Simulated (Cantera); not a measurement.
## Ignition delay

Mixture: 6.61 % CH₄, 4.76 % H₂, 12.0 % O₂, 76.6 % N₂, equivalence ratio 1.3, at 7500 Torr, adiabatic and at constant volume. Ignition delay is the time to a rise of 400 K.

Model: GRI-Mech 3.0 (53 species, 325 reactions), integrated in Cantera. Below about 1000 K GRI-Mech 3.0 lacks low-temperature oxidation paths. Below about 950 K walls govern HO2 and H2O2 in real vessels.

| T0 (K) | delay (ms) |
|---|---|
| 850 | 825 |
| 950 | 46.7 |
| 1050 | 4.33 |
| 1150 | 0.710 |
| 1250 | 0.242 |
| 1350 | 0.115 |
| 1450 | 0.0606 |
| 1550 | 0.0331 |
| 1650 | 0.0187 |
| 1750 | 0.0110 |

- apparent activation energy between 1550 and 1750 K = 120 kJ/mol
